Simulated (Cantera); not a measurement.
Feed: 1 mol C₂H₅OH, 3.1 mol H₂, equilibrated at 800 K and 0.100 bar.

Method: chemical equilibrium by Gibbs-energy minimisation in Cantera with the NASA 1993 tables (ideal gas, pure condensed phases). Candidate condensed phases: C, C₆H₆, C₇H₈, C₈H₁₈, H₂O; 110 gas species. Equilibrium is a limit: real reactors are often held back by kinetics, nucleation or transport.

Base state: H₂ 0.773, H₂O 0.0814, CH₄ 0.0804, CO 0.0450, CO₂ 0.0200 (mole fractions); condensed: C(graphite).

Problem. What changes in the equilibrium state with this change: C₂H₅OH replaced by toluene?

Solution. 
```csv
species,before,after
H₂,0.773,0.893
CH₄,0.0804,0.107
H₂O,0.0814,0
CO,0.0450,0
CO₂,0.0200,0
"C(graphite), mol",1.13,6.31
```
